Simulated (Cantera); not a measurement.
Feed: 1 mol C, 0.049 mol NH3, at 2150 K.

Cantera equilibrium calculation (NASA polynomials, part measured and part estimated; ideal gas, pure solids and liquids). Candidate condensed phases: C, C6H6, C7H8, C8H18; 92 gas species. Kinetics and transport are ignored.

### Question
At 46.0 Pa, list the 6 most abundant gas species with their mole fractions, and the condensed phases.

### Answer
H2 0.609, N2 0.226, H 0.154, HCN 0.00947, C2H2 (acetylene) 0.00118, HNC 0.000693. Condensed: C(graphite).
